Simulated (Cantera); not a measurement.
What does this Cantera script print?

```python
import numpy as np
import cantera as ct

gas_names = """
    CL CL2 H HCL H2 Si SiCL SiCL2 SiCL3 SiCL4 SiH SiHCL3 SiH2 SiH2CL2 SiH3 SiH3CL SiH4 Si2 Si3
""".split()
cond_names = """
    Si(cr) Si(L)
""".split()


# ... load() reads the species with a 1 bar reference pressure and builds the phases ...
atoms = {
    'SiCl4': {'Si': 1, 'CL': 4},
    'HCl': {'H': 1, 'CL': 1},
    'H2': {'H': 2},
}
top_T = {}  # K; cautious upper limits of use, not melting points


# ... equilibrate(T, P, feed) seeds the gas with the atoms and calls Mixture.equilibrate('TP', solver="vcs", rtol=1e-11, max_steps=5000) ...
results = []
feed = {'SiCl4': 1, 'HCl': 0.18, 'H2': 2000}  # mol
P = 13332.2  # Pa
for T in [1975, 2025, 2075, 2125, 2175, 2225, 2275, 2325, 2375, 2425, 2475, 2525, 2575]:
    mix = equilibrate(T, P, feed)
    results.append((T, P, feed, dict(zip(mix.species_names, mix.species_moles))))

top = {s: max(r[3][s] / sum(r[3][g] for g in gas_names) for r in results) for s in gas_names}
cols = sorted((s for s in top if top[s] > 1e-05), key=lambda s: -top[s])[:5]
seen = [c for c in cond_names if any(r[3].get(c, 0) > 1e-12 for r in results)]
print("log10 of partial pressures in bar; condensed amounts in mol")
print(f"{'T/K':>10s}" + "".join(f"{s[:9]:>10s}" for s in cols + seen))
for T, P, feed, n in results:
    ng = sum(n[g] for g in gas_names)
    print(f"{T:10.4g}" + "".join(f"{np.log10(max(n[s] / ng * P / 1e5, 1e-99)):10.3f}" for s in cols)
          + "".join(f"{n.get(c, 0):10.4g}" for c in seen))
```

It prints:

```
log10 of partial pressures in bar; condensed amounts in mol
       T/K        H2         H       HCL        Si        CL     Si(L)
      1975    -0.878    -3.303    -3.563    -4.490    -6.115    0.1563
      2025    -0.879    -3.155    -3.563    -4.375    -5.968         0
      2075    -0.879    -3.014    -3.562    -4.342    -5.829         0
      2125    -0.881    -2.880    -3.563    -4.316    -5.697         0
      2175    -0.882    -2.752    -3.564    -4.297    -5.572         0
      2225    -0.884    -2.631    -3.566    -4.281    -5.452         0
      2275    -0.886    -2.514    -3.569    -4.269    -5.338         0
      2325    -0.889    -2.403    -3.572    -4.260    -5.230         0
      2375    -0.893    -2.297    -3.577    -4.253    -5.127         0
      2425    -0.898    -2.196    -3.582    -4.247    -5.028         0
      2475    -0.903    -2.099    -3.588    -4.244    -4.934         0
      2525    -0.910    -2.007    -3.596    -4.241    -4.845         0
      2575    -0.917    -1.919    -3.605    -4.240    -4.761         0
```

These are equilibrium values from Cantera (NASA tables, ideal gas, pure condensed phases), not measurements of a reactor. Gases not in the tables: Si2H6 and higher silanes.
